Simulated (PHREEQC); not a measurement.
## Alkaline etch or developer

Dissolve 1.9 mmol/kgw TMAH, 0.12 mmol/kgw H3BO3 and 3.7 mmol/kgw K2CO3 at 25 °C. Closed to the air; pH follows from the charge balance.

All values are PHREEQC results (ion-association model, wateq4f.dat), not measurements.

No solid was allowed to form.

Question: Predict the pH, ionic strength.

Answer: pH 11.26; ionic strength 0.0127 mol/kgw.

Question: In which forms is C present?

Answer: CO3-2 92 %, HCO3- 7.7 % of the C.

Complexes and solids missing from the database can't appear. (CH3)4N+ isn't in the database: it is added as a free cation with an ion size of 4 Å.
